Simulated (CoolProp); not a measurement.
Vapour-liquid equilibrium of n-heptane (1) + toluene (2) at 304.5 K; x and y are mole fractions of (1).

Values from CoolProp's multi-fluid Helmholtz-energy mixture model, Span 2003 and Lemmon 2006; pair parameters Bell 2016.

```json
[
 {"x": "0.05", "bubble pressure (bar)": "0.05614", "y at the bubble point": "0.113", "dew pressure at overall composition x (bar)": "(withheld)", "liquid density (mol/L)": "(withheld)"},
 {"x": "0.2", "bubble pressure (bar)": "0.06472", "y at the bubble point": "0.338", "dew pressure at overall composition x (bar)": "(withheld)", "liquid density (mol/L)": "8.650"},
 {"x": "0.35", "bubble pressure (bar)": "0.07059", "y at the bubble point": "0.485", "dew pressure at overall composition x (bar)": "0.06521", "liquid density (mol/L)": "8.218"},
 {"x": "0.5", "bubble pressure (bar)": "(withheld)", "y at the bubble point": "0.604", "dew pressure at overall composition x (bar)": "(withheld)", "liquid density (mol/L)": "(withheld)"},
 {"x": "0.65", "bubble pressure (bar)": "0.07816", "y at the bubble point": "0.716", "dew pressure at overall composition x (bar)": "0.07632", "liquid density (mol/L)": "7.462"},
 {"x": "0.8", "bubble pressure (bar)": "0.08067", "y at the bubble point": "(withheld)", "dew pressure at overall composition x (bar)": "0.08007", "liquid density (mol/L)": "(withheld)"},
 {"x": "0.95", "bubble pressure (bar)": "0.08248", "y at the bubble point": "0.956", "dew pressure at overall composition x (bar)": "0.08241", "liquid density (mol/L)": "6.824"}
]
```

Q: Fill in the missing entries.

A: 
- 0.05, dew pressure at overall composition x (bar): 0.05396
- 0.05, liquid density (mol/L): 9.124
- 0.2, dew pressure at overall composition x (bar): 0.05933
- 0.5, bubble pressure (bar): 0.07488
- 0.5, dew pressure at overall composition x (bar): 0.07115
- 0.5, liquid density (mol/L): 7.823
- 0.8, y at the bubble point: 0.831
- 0.8, liquid density (mol/L): 7.130

No azeotrope shows between x = 0.05 and 0.95.

The pair parameters rest on a limited set of measurements; away from them the model extrapolates.
